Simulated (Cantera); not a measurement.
An isothermal, constant-pressure homogeneous reactor starts with H2 : O2 : N2 = 0.22 : 1 : 1.2 (molar parts), equivalence ratio 0.11, at 973 K and 0.0210 bar.

Computed with Cantera and the H2/O2 subset of GRI-Mech 3.0, which has no nitrogen chemistry. Radical loss at walls, strong at low pressure, is not modelled. The temperature is held fixed by assumption; the heat of reaction is taken as removed at once.

x: mole fraction; the columns are a selection and need not sum to one.

| t (s) | x H2 | x O2 | x H | x H2O | x O | x HO2 | x OH |
|---|---|---|---|---|---|---|---|
| 5.00e-6 | 0.0909 | 0.413 | 1.33e-12 | <1e-12 | <1e-12 | 1.34e-12 | <1e-12 |
| 2.15e-5 | 0.0909 | 0.413 | 5.57e-12 | <1e-12 | <1e-12 | 5.79e-12 | <1e-12 |
| 9.25e-5 | 0.0909 | 0.413 | 2.32e-11 | 2.52e-12 | 3.99e-12 | 2.50e-11 | 2.54e-12 |
| 0.000398 | 0.0909 | 0.413 | 1.49e-10 | 1.11e-10 | 6.53e-11 | 1.10e-10 | 2.72e-11 |
| 0.00171 | 0.0909 | 0.413 | 2.11e-8 | 3.27e-8 | 1.13e-8 | (withheld) | 4.27e-9 |
| 0.00735 | 0.0113 | 0.377 | 0.0302 | 0.0642 | 0.0136 | (withheld) | 0.00261 |
| 0.0316 | 0.000385 | 0.384 | 0.000364 | 0.0943 | 0.00108 | (withheld) | 0.000426 |
| 0.136 | 1.61e-5 | 0.385 | 2.23e-6 | 0.0952 | 3.89e-5 | (withheld) | 7.22e-5 |
| 0.585 | 8.19e-7 | 0.385 | 4.47e-8 | 0.0952 | 2.86e-6 | (withheld) | 2.00e-5 |
| 2.51 | 6.62e-8 | 0.385 | 2.06e-9 | 0.0952 | 3.71e-7 | (withheld) | 7.19e-6 |
| 10.8 | 9.80e-9 | 0.385 | 1.54e-10 | 0.0952 | 6.59e-8 | (withheld) | 3.02e-6 |
| 46.5 | 1.87e-9 | 0.385 | 1.41e-11 | 0.0952 | 1.35e-8 | 6.40e-10 | 1.36e-6 |
| 200 | 3.97e-10 | 0.385 | 1.45e-12 | 0.0952 | 2.95e-9 | 2.39e-10 | 6.36e-7 |

### Question
Complete the blanks.

### Answer

- 0.00171, x HO2: 1.25e-9
- 0.00735, x HO2: 8.27e-6
- 0.0316, x HO2: 5.82e-6
- 0.136, x HO2: 9.60e-7
- 0.585, x HO2: 1.05e-7
- 2.51, x HO2: 1.50e-8
- 10.8, x HO2: 2.83e-9
